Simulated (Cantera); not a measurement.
Charge: 1 mol Cu2O, 4.4 mol H2, 22 mol N2, held at 0.630 bar.

Cantera equilibrium calculation (NASA polynomials, part measured and part estimated; ideal gas, pure solids and liquids). Candidate condensed phases: Cu, CuO, Cu(OH)2, Cu2O, H2O; 27 gas species. Kinetics and transport are ignored.

### Question
What share of the Cu ends up in condensed phases as a function of T (°C), at 1575, 1625, 1675, 1725, 1775, 1825, 1875, 1925, 1975?

### Answer
```tsv
T (°C)	Cu condensed (%)	as
1575	98.0	Cu(l)
1625	96.7	Cu(l)
1675	94.4	Cu(l)
1725	91.0	Cu(l)
1775	85.8	Cu(l)
1825	77.9	Cu(l)
1875	66.3	Cu(l)
1925	49.5	Cu(l)
1975	25.2	Cu(l)
```
